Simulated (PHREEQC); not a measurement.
Make-up at 45 °C: 0.047 mol HF, 0.00049 mol NH3 and 0.00056 mol KCl per kg of water. Closed to the air; pH follows from the charge balance.

Model: ion-association model, wateq4f.dat, run in PHREEQC.

Each row changes one thing in this solution. Precipitation was switched off in this run.

| case | pH | ionic strength (mol/kgw) | NH3 (mol/kgw) |
|---|---|---|---|
| as made | 2.37 | 0.00567 | 2.25e-10 |
| HF replaced by NaBF4 at the same molality | 2.89 | 0.0495 | 6.67e-10 |
| diluted 5-fold with water | 2.74 | 0.00211 | 1.10e-10 |
| HF left out | 9.34 | 0.000649 | … |
| temperature from 45 to 85 °C | 2.53 | 0.00423 | … |

### Question
Some entries are withheld; supply them.

### Answer

- HF left out, NH3 (mol/kgw): 0.000401
- temperature from 45 to 85 °C, NH3 (mol/kgw): 2.89e-9

Species that the database lacks are ignored. Away from 25 °C the constants follow the database's enthalpies or fits; those with neither stay at their 25 °C values. Real BF4- forms and hydrolyses slowly; the run takes it at equilibrium.
